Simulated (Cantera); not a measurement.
Feed: 1 mol SiH₂Cl₂, 0.49 mol NH₃, 32 mol N₂, equilibrated at 10.0 Torr.

Equilibrium computed with Cantera from the NASA thermochemical tables; the gas is ideal and each condensed phase is pure. Candidate condensed phases: NH₄Cl, Si, Si₃N₄; 28 gas species. Kinetics and transport are ignored.

Over these rows the condensed part is Si₃N₄(s). Partial pressures as log10 of bar:

```
T (K)  1000/T (1/K)  log p SiCl₄  log p N₂  log p HCl  log p H₂
-----  ------------  -----------  --------  ---------  --------
1200         0.8333        -5.04     -1.91      -3.13     -3.51
1275         0.7843        -5.13     -1.91      -3.13     -3.51
1350         0.7407            ?     -1.91      -3.14     -3.50
1425         0.7018        -5.49     -1.91      -3.17     -3.47
1500         0.6667        -5.84     -1.91      -3.22     -3.43
1575         0.6349        -6.31     -1.91      -3.30     -3.38
```

Problem. Fit log p(SiCl₄) = a + b·(1000/T) to the five rows, give the apparent enthalpy, and predict the row at 1350 K.

Solution. Means: 1000/T = 0.7242, log p = -5.562. Sxy = 0.164082, Sxx = 0.0272973, so b = 6.01 and a = -5.562 − (6.01)×0.7242 = -9.91.
Apparent enthalpy: −19.145 × (6.01) = -115 kJ/mol. With the condensed phases at unit activity, 1/3 Si₃N₄(s) + 4 HCl(g) = SiCl₄(g) + 2/3 N₂(g) + 2 H₂(g) links this pressure to the main gases: over the six rows their terms move log p by -0.94 in all, so the slope isn't that reaction's ΔH° alone. The five rows lie within 0.22 of the line; that is curvature, so one enthalpy describes this range poorly.
Prediction at 1350 K: -9.91 + (6.01)×0.7407 = -5.46. The computed value is -5.26, 0.20 from the line.
